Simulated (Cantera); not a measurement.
Charge: 1 mol Si, 1.6 mol HF, 1.4 mol N2, at 1200 K and 1330 Pa.

Equilibrium computed with Cantera from the NASA thermochemical tables; the gas is ideal and each condensed phase is pure. Candidate condensed phases: Si, Si3N4; 37 gas species. N2 is the only nitrogen source here; it is nearly inert below about 1500 K, so the nitride shown seldom forms there in practice. The tables' values for SiF3 are old estimates; treat these amounts as uncertain. Rates play no part.

Base state: N2 0.454, H2 0.362, SiF4 0.180, HF 0.00253, SiHF3 0.000847, SiF3 0.000789 (mole fractions); condensed: Si3N4(s).

Problem. What changes in the equilibrium state with this change: temperature from 1200 K to 1323.15 K?

Solution. 
```tsv
species	before	after
N2	0.454	0.454
H2	0.362	0.360
SiF4	0.180	0.176
SiF3	0.000789	0.00434
HF	0.00253	0.00466
SiF2	3.79e-6	8.66e-5
SiHF3	0.000847	0.00157
Si3N4(s), mol	0.200	0.200
```
The tables' values for SiF3, SiF2 are old estimates; treat these amounts as uncertain.
